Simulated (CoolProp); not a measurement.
A Linde-Hampson liquefier for ethylene: isothermal reversible compression at 290 K from 1 atm to 25 MPa, throttling to 1 atm, return gas leaving the recuperator 2 K below the feed. Each further row changes one setting.

Values from CoolProp's reference Helmholtz-energy equation of state, Smukala 2000.

```json
[
 {"case": "as stated", "liquid yield per pass": "___", "compression work (kJ/kg of gas)": "362"},
 {"case": "high pressure 50 MPa", "liquid yield per pass": "___", "compression work (kJ/kg of gas)": "416"},
 {"case": "warm-end temperature 320 K", "liquid yield per pass": "___", "compression work (kJ/kg of gas)": "432"},
 {"case": "warm-end gap 7 K", "liquid yield per pass": "___", "compression work (kJ/kg of gas)": "362"}
]
```

**Question.** Fill in the missing entries.

**Answer.** 
- as stated, liquid yield per pass: 0.507
- high pressure 50 MPa, liquid yield per pass: 0.488
- warm-end temperature 320 K, liquid yield per pass: 0.423
- warm-end gap 7 K, liquid yield per pass: 0.502
